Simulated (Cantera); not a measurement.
Feed: 1 mol acetone, 0.017 mol NH3, 1.8 mol N2, at 2652 °C.

Cantera equilibrium calculation (NASA polynomials, part measured and part estimated; ideal gas, pure solids and liquids). Candidate condensed phases: C, C6H6, C7H8, C8H18, H2O; 136 gas species. The feed counts by its element totals alone. The ideal-gas law is rough above about 30 bar. Rates play no part.

Which condensed phases are stable at each of these points (P (Pa)): 10, 160, 2500, 40000, 630000, 10000000?


```csv
P (Pa),condensed phases,C condensed (%)
10,gas only,0.0
160,gas only,0.0
2500,C(graphite),43.3
40000,C(graphite),44.2
630000,C(graphite),43.4
10000000,C(graphite),42.8
```

From 10.0 Pa to 1.60 mbar nothing is condensed. From 25.0 mbar to 100 bar the condensed part is C(graphite).
